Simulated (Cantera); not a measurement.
A freely propagating, adiabatic, planar premixed flame of CH₃OH : O₂ : N₂ = 1 : 1.61 : 6.06 (molar parts), equivalence ratio 0.93, unburnt at 325 K and 660000 Pa; mixture-averaged transport, grid criteria slope 0.08 and curve 0.16, no radiation.

Model: GRI-Mech 3.0 (53 species, 325 reactions), integrated in Cantera. GRI-Mech 3.0 was tuned for natural gas; its chemistry of methanol as a main component is partial and can be far from experiment. Burning velocities carry a grid error of a few per cent, more on coarse grids.

Problem. What does this change do: CH3OH 1 to 0.79 parts?

Solution. 
```csv
quantity,before,after
laminar burning velocity,23.6 cm/s,12.4 cm/s
thermal thickness,0.0945 mm,0.155 mm
peak x(C₂H₂),3.23e-8,<1e-8
peak x(CO),0.0473,0.0281
peak x(CH₂O),0.00679,0.00477
```

Problem. What does this change do: N2 6.06 to 4.6 parts?

Solution. 
```
quantity                     before      after
------------------------  ---------  ---------
laminar burning velocity  23.6 cm/s  39.3 cm/s
thermal thickness         0.0945 mm  0.0632 mm
peak x(C₂H₂)                3.23e-8    9.70e-8
peak x(CO)                   0.0473     0.0649
peak x(CH₂O)                0.00679    0.00956
```

Problem. What does this change do: O2 1.61 to 2 parts?

Solution. 
| quantity | before | after |
|---|---|---|
| laminar burning velocity | 23.6 cm/s | 21.8 cm/s |
| thermal thickness | 0.0945 mm | 0.0977 mm |
| peak x(C₂H₂) | 3.23e-8 | <1e-8 |
| peak x(CO) | 0.0473 | 0.0401 |
| peak x(CH₂O) | 0.00679 | 0.00647 |
